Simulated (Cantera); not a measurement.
# Equilibrium for hydrogen reduction and annealing atmospheres: FeS + H2 + N2

Input: 1 mol FeS, 52 mol H2, 1.4 mol N2, at 2175 K.

Method: chemical equilibrium by Gibbs-energy minimisation in Cantera with the NASA 1993 tables (ideal gas, pure condensed phases). Candidate condensed phases: Fe, FeS, FeS2, S; 16 gas species. Equilibrium is a limit: real reactors are often held back by kinetics, nucleation or transport.

```
P (Pa)    x H2      x H    x N2      x Fe     x H2S       x S  n Fe(l)
-------  -----  -------  ------  --------  --------  --------  -------
10       0.579    0.371  0.0206    0.0147   3.18e-5    0.0131        0
52       0.759    0.186  0.0230    0.0164  0.000195    0.0118        0
270      0.856   0.0869  0.0243    0.0174  0.000777   0.00805        0
1400     0.903   0.0392  0.0250    0.0178   0.00224   0.00424        0
7200     0.924   0.0175  0.0253    0.0181   0.00510   0.00184        0
37000    0.944  0.00780  0.0258   0.00595   0.00960  0.000658    0.678
190000   0.951  0.00345  0.0261   0.00116    0.0141  0.000186    0.938
1000000  0.954  0.00151  0.0262  0.000220    0.0168   4.21e-5    0.988
```
x: gas mole fraction; n: condensed amount in mol.

From 0.0750 Torr to 54.0 Torr nothing is condensed. From 278 Torr to 7500 Torr the condensed part is Fe(l). The main Fe-bearing gas is Fe throughout.
